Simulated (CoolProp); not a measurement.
R1233zd(E) along the isotherm 446.7 K: Z from the reference equation and from simpler models built on Tc = 438.9 K, pc = 35.83 bar, ω = 0.304; each cubic takes its own stable root.

Model: reference Helmholtz-energy equation of state, Akasaka 2022, in CoolProp.

| p (bar) | phase | reference | Redlich-Kwong | Peng-Robinson |
|---|---|---|---|---|
| 23.9 | gas | 0.7329 | 0.7410 | 0.7225 |
| 47.8 | supercritical | 0.2404 | 0.2913 | 0.2740 |
| 71.7 | supercritical | 0.3070 | 0.3582 | 0.3275 |
| 95.5 | supercritical | 0.3839 | 0.4372 | 0.3972 |
| 119 | supercritical | 0.4594 | 0.5148 | 0.4664 |
| 143 | supercritical | 0.5354 | ___ | 0.5360 |
| 167 | supercritical | 0.6100 | 0.6689 | 0.6044 |
| 191 | supercritical | 0.6835 | 0.7439 | 0.6717 |
| 215 | supercritical | 0.7559 | 0.8176 | 0.7379 |
| 239 | supercritical | 0.8273 | 0.8902 | 0.8032 |
| 263 | supercritical | 0.8979 | 0.9619 | 0.8677 |
| 287 | supercritical | 0.9676 | ___ | 0.9315 |
| 311 | supercritical | 1.037 | 1.103 | 0.9946 |
| 334 | supercritical | 1.102 | ___ | 1.055 |
| 358 | supercritical | 1.170 | 1.238 | 1.117 |

Q: Complete the blanks.

A: 
- 143, Redlich-Kwong: 0.5926
- 287, Redlich-Kwong: 1.033
- 334, Redlich-Kwong: 1.169
